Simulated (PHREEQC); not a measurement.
## Alkaline etch or developer

A solution holds 4.5 mmol/kgw NH3, 0.089 mmol/kgw Na2SiO3 and 0.1 mmol/kgw K2CO3, at 25 °C. Closed to the air; pH follows from the charge balance.

All values are PHREEQC results (ion-association model, wateq4f.dat), not measurements.

This is a speciation only: nothing precipitates in the calculation.

Problem. Estimate the pH.

Solution. pH 10.54.

Problem. In which forms is C present?

Solution. CO3-2 64 %, HCO3- 36 % of the C.

Complexes and solids missing from the database can't appear.
